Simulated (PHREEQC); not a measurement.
0.25 g of hydrous ferric oxide (600 m²/g; 0.2 weak and 0.005 strong sites per Fe, Dzombak-Morel constants, diffuse double layer) in 1 kg of water with 0.001 mol/kgw of an inert sodium salt and 0.0011 mol/kgw H3BO3 and 1.4e-06 mol/kgw CaCl2, at 25 °C; the pH is set by adding NaOH or the inert anion's acid. Oxygen is held at 0.21 atm. The system is closed to CO2. Precipitation was switched off in this run.

Computed with PHREEQC (ion-association model, wateq4f.dat).

```csv
pH,B sorbed (%),Ca sorbed (%),surface charge σ (C/m²),surface potential ψ (mV)
3,0.1,0.0,0.256,232
3.38,0.1,0.0,0.195,227
3.75,0.1,0.0,0.146,218
4.12,0.2,0.0,0.109,205
4.5,0.2,0.0,0.079,191
4.88,0.2,0.0,0.057,174
5.25,0.2,0.0,0.040,157
5.62,0.2,0.0,0.028,139
6,0.2,0.0,0.019,119
6.38,0.2,0.0,0.012,99
6.75,0.2,0.2,0.008,78
7.12,0.2,1.1,0.005,57
7.5,0.2,5.6,0.003,35
7.88,0.2,24.4,0.001,13
8.25,0.2,61.9,-0.001,-8
8.62,0.1,89.1,-0.002,-29
9,0.1,97.8,-0.005,-51
```

The oxide is taken as insoluble; below pH 4 it would dissolve.
